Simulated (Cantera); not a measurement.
**Ignition delay**

Mixture: CH4 : CO : O2 : N2 : H2O = 1 : 0.037 : 4.69 : 17.8 : 1 (molar parts), equivalence ratio 0.43, at 1.00 bar, adiabatic and at constant volume. Ignition delay is the time to a rise of 400 K.

Detailed kinetics in Cantera: GRI-Mech 3.0 (53 species, 325 reactions).

```json
[
 {"T0 (K)": "1150", "delay (ms)": "65.6"},
 {"T0 (K)": "1200", "delay (ms)": "31.6"},
 {"T0 (K)": "1250", "delay (ms)": "15.8"},
 {"T0 (K)": "1300", "delay (ms)": "8.24"},
 {"T0 (K)": "1350", "delay (ms)": "4.47"},
 {"T0 (K)": "1400", "delay (ms)": "2.53"},
 {"T0 (K)": "1450", "delay (ms)": "1.49"},
 {"T0 (K)": "1500", "delay (ms)": "0.918"},
 {"T0 (K)": "1550", "delay (ms)": "0.589"}
]
```

The apparent activation energy between 1450 and 1550 K is 170 kJ/mol.
